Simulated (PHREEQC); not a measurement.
0.87 g of hydrous ferric oxide (600 m²/g; 0.2 weak and 0.005 strong sites per Fe, Dzombak-Morel constants, diffuse double layer) in 1 kg of water with 0.3 mol/kgw of an inert sodium salt and 0.0027 mol/kgw ZnCl2, at 25 °C; the pH is set by adding NaOH or the inert anion's acid. O2 is buffered at 0.21 atm. CO2 from the air is kept out. Precipitation was switched off in this run.

Base run: PHREEQC, ion-association model, wateq4f.dat. Each further column changes one thing. The table gives Zn sorbed (%).

```
pH    base  background salt from 0.3 to 0.03 mol/kgw  oxide from 0.87 to 4.3 g/kgw
----  ----  ----------------------------------------  ----------------------------
4      0.1                                       0.1                           0.3
4.38   0.3                                       0.4                           1.5
5.12   1.8                                       1.9                           8.8
5.5    3.3                                       3.4                          15.4
5.88   8.0                                       7.8                          32.2
6.62  30.7                                      26.0                          82.2
7     40.5                                      34.2                          94.0
7.38  47.2                                      39.8                          98.2
8.12  52.9                                      44.2                          99.9
8.5   53.0                                      44.0                         100.0
8.88  50.9                                      42.6                         100.0
9.62  43.7                                      39.3                         100.0
10    40.5                                      38.1                          99.9
```

In at least one series the solution becomes supersaturated in solids that the run did not let form, among them Zn(OH)2-e, Zn5(OH)8Cl2.
